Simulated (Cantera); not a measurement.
What does this Cantera script print?

```python
import numpy as np
import cantera as ct

gas_names = """
    CL CL2 H HCL H2 Si SiCL SiCL2 SiCL3 SiCL4 SiH SiHCL3 SiH2 SiH2CL2 SiH3 SiH3CL SiH4 Si2 Si3
""".split()
cond_names = """
    Si(cr) Si(L)
""".split()


# ... load() reads the species with a 1 bar reference pressure and builds the phases ...
atoms = {
    'SiHCl3': {'Si': 1, 'H': 1, 'CL': 3},
    'HCl': {'H': 1, 'CL': 1},
    'H2': {'H': 2},
}
top_T = {}  # K; cautious upper limits of use, not melting points


# ... equilibrate(T, P, feed) seeds the gas with the atoms and calls Mixture.equilibrate('TP', solver="vcs", rtol=1e-11, max_steps=5000) ...
results = []
P = 1000  # Pa
for T in [948, 998, 1048, 1098, 1148, 1198, 1248, 1298, 1348, 1398, 1448]:
    for m in [4.1, 5.2, 6.4, 7.5, 8.6, 9.8, 11, 12, 13, 14, 15, 17, 18]:
        feed = {'SiHCl3': 1, 'HCl': 0.68, 'H2': m}  # mol
        mix = equilibrate(T, P, feed)
        results.append((T, P, feed, dict(zip(mix.species_names, mix.species_moles))))

for T, P, feed, n in results:
    print(f"{T:7g} {feed['H2']:10.4g}  " + (" + ".join(c for c in cond_names if n.get(c, 0) > 1e-12) or "gas only"))
```

It prints:

```
    948        4.1  Si(cr)
    948        5.2  Si(cr)
    948        6.4  Si(cr)
    948        7.5  Si(cr)
    948        8.6  Si(cr)
    948        9.8  Si(cr)
    948         11  Si(cr)
    948         12  Si(cr)
    948         13  Si(cr)
    948         14  Si(cr)
    948         15  Si(cr)
    948         17  Si(cr)
    948         18  Si(cr)
    998        4.1  Si(cr)
    998        5.2  Si(cr)
    998        6.4  Si(cr)
    998        7.5  Si(cr)
    998        8.6  Si(cr)
    998        9.8  Si(cr)
    998         11  Si(cr)
    998         12  Si(cr)
    998         13  Si(cr)
    998         14  Si(cr)
    998         15  Si(cr)
    998         17  Si(cr)
    998         18  Si(cr)
   1048        4.1  Si(cr)
   1048        5.2  Si(cr)
   1048        6.4  Si(cr)
   1048        7.5  Si(cr)
   1048        8.6  Si(cr)
   1048        9.8  Si(cr)
   1048         11  Si(cr)
   1048         12  Si(cr)
   1048         13  Si(cr)
   1048         14  Si(cr)
   1048         15  Si(cr)
   1048         17  Si(cr)
   1048         18  Si(cr)
   1098        4.1  Si(cr)
   1098        5.2  Si(cr)
   1098        6.4  Si(cr)
   1098        7.5  Si(cr)
   1098        8.6  Si(cr)
   1098        9.8  Si(cr)
   1098         11  Si(cr)
   1098         12  Si(cr)
   1098         13  Si(cr)
   1098         14  Si(cr)
   1098         15  Si(cr)
   1098         17  Si(cr)
   1098         18  Si(cr)
   1148        4.1  Si(cr)
   1148        5.2  Si(cr)
   1148        6.4  Si(cr)
   1148        7.5  Si(cr)
   1148        8.6  Si(cr)
   1148        9.8  Si(cr)
   1148         11  Si(cr)
   1148         12  Si(cr)
   1148         13  Si(cr)
   1148         14  Si(cr)
   1148         15  Si(cr)
   1148         17  Si(cr)
   1148         18  Si(cr)
   1198        4.1  Si(cr)
   1198        5.2  Si(cr)
   1198        6.4  Si(cr)
   1198        7.5  Si(cr)
   1198        8.6  Si(cr)
   1198        9.8  Si(cr)
   1198         11  Si(cr)
   1198         12  Si(cr)
   1198         13  Si(cr)
   1198         14  Si(cr)
   1198         15  Si(cr)
   1198         17  Si(cr)
   1198         18  Si(cr)
   1248        4.1  Si(cr)
   1248        5.2  Si(cr)
   1248        6.4  Si(cr)
   1248        7.5  Si(cr)
   1248        8.6  Si(cr)
   1248        9.8  Si(cr)
   1248         11  Si(cr)
   1248         12  Si(cr)
   1248         13  Si(cr)
   1248         14  Si(cr)
   1248         15  Si(cr)
   1248         17  Si(cr)
   1248         18  Si(cr)
   1298        4.1  gas only
   1298        5.2  gas only
   1298        6.4  Si(cr)
   1298        7.5  Si(cr)
   1298        8.6  Si(cr)
   1298        9.8  Si(cr)
   1298         11  Si(cr)
   1298         12  Si(cr)
   1298         13  Si(cr)
   1298         14  Si(cr)
   1298         15  Si(cr)
   1298         17  Si(cr)
   1298         18  Si(cr)
   1348        4.1  gas only
   1348        5.2  gas only
   1348        6.4  gas only
   1348        7.5  Si(cr)
   1348        8.6  Si(cr)
   1348        9.8  Si(cr)
   1348         11  Si(cr)
   1348         12  Si(cr)
   1348         13  Si(cr)
   1348         14  Si(cr)
   1348         15  Si(cr)
   1348         17  Si(cr)
   1348         18  Si(cr)
   1398        4.1  gas only
   1398        5.2  gas only
   1398        6.4  gas only
   1398        7.5  gas only
   1398        8.6  Si(cr)
   1398        9.8  Si(cr)
   1398         11  Si(cr)
   1398         12  Si(cr)
   1398         13  Si(cr)
   1398         14  Si(cr)
   1398         15  Si(cr)
   1398         17  Si(cr)
   1398         18  Si(cr)
   1448        4.1  gas only
   1448        5.2  gas only
   1448        6.4  gas only
   1448        7.5  gas only
   1448        8.6  Si(cr)
   1448        9.8  Si(cr)
   1448         11  Si(cr)
   1448         12  Si(cr)
   1448         13  Si(cr)
   1448         14  Si(cr)
   1448         15  Si(cr)
   1448         17  Si(cr)
   1448         18  Si(cr)
```

These are equilibrium values from Cantera (NASA tables, ideal gas, pure condensed phases), not measurements of a reactor. The tables' values for SiCl3 are old estimates.
